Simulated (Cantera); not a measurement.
A counterflow diffusion flame at 2.27 atm, nozzles 20 mm apart: fuel side 45.5 % CH4, 54.5 % C2H6 at 475 K, oxidiser side 19.0 % O2, 81.0 % N2 at 723 K, fuel mass flux 0.89 times the oxidiser's; mixture-averaged transport, no radiation.

Detailed kinetics in Cantera: GRI-Mech 3.0 (53 species, 325 reactions). GRI-Mech 3.0 has no aromatics or soot, which form on the fuel side of real flames. The maximum strain rate includes the flame's own expansion and is several times the mean.

x: mole fraction; the columns are a selection and need not sum to one.

```json
[
 {"oxidiser flux (kg/m²/s)": "0.57", "max strain (1/s)": "220", "mean strain (1/s)": "44.3", "T max (K)": "2215", "peak x OH": "0.00708", "peak x H": "0.00276", "peak x NO": "0.000349", "peak x CO": "0.0533", "peak x C2H2": "0.0342"},
 {"oxidiser flux (kg/m²/s)": "0.71", "max strain (1/s)": "272", "mean strain (1/s)": "55.1", "T max (K)": "2204", "peak x OH": "0.00719", "peak x H": "0.00289", "peak x NO": "0.000337", "peak x CO": "0.0528", "peak x C2H2": "0.0334"},
 {"oxidiser flux (kg/m²/s)": "0.88", "max strain (1/s)": "333", "mean strain (1/s)": "68.4", "T max (K)": "2194", "peak x OH": "0.00727", "peak x H": "0.00302", "peak x NO": "0.000324", "peak x CO": "0.0523", "peak x C2H2": "0.0324"},
 {"oxidiser flux (kg/m²/s)": "1.1", "max strain (1/s)": "413", "mean strain (1/s)": "85.4", "T max (K)": "2183", "peak x OH": "0.00735", "peak x H": "0.00317", "peak x NO": "0.000311", "peak x CO": "0.0521", "peak x C2H2": "0.0315"},
 {"oxidiser flux (kg/m²/s)": "1.4", "max strain (1/s)": "519", "mean strain (1/s)": "109", "T max (K)": "2173", "peak x OH": "0.00745", "peak x H": "0.00334", "peak x NO": "0.000297", "peak x CO": "0.0519", "peak x C2H2": "0.0304"},
 {"oxidiser flux (kg/m²/s)": "1.7", "max strain (1/s)": "[?]", "mean strain (1/s)": "132", "T max (K)": "2163", "peak x OH": "0.00751", "peak x H": "0.00347", "peak x NO": "0.000284", "peak x CO": "0.0519", "peak x C2H2": "0.0296"},
 {"oxidiser flux (kg/m²/s)": "2.1", "max strain (1/s)": "763", "mean strain (1/s)": "163", "T max (K)": "2152", "peak x OH": "0.00754", "peak x H": "0.00361", "peak x NO": "0.000268", "peak x CO": "0.0518", "peak x C2H2": "0.0285"},
 {"oxidiser flux (kg/m²/s)": "2.6", "max strain (1/s)": "935", "mean strain (1/s)": "202", "T max (K)": "2139", "peak x OH": "0.00754", "peak x H": "0.00375", "peak x NO": "0.000251", "peak x CO": "0.0518", "peak x C2H2": "0.0274"},
 {"oxidiser flux (kg/m²/s)": "3.2", "max strain (1/s)": "1140", "mean strain (1/s)": "249", "T max (K)": "2126", "peak x OH": "0.00752", "peak x H": "0.00388", "peak x NO": "0.000233", "peak x CO": "0.0519", "peak x C2H2": "0.0263"},
 {"oxidiser flux (kg/m²/s)": "4", "max strain (1/s)": "[?]", "mean strain (1/s)": "311", "T max (K)": "2112", "peak x OH": "0.00746", "peak x H": "0.00402", "peak x NO": "[?]", "peak x CO": "0.0520", "peak x C2H2": "0.0250"}
]
```

Q: Fill in the missing entries.

A: 
- 1.7, max strain (1/s): 625
- 4, max strain (1/s): 1400
- 4, peak x NO: 0.000213
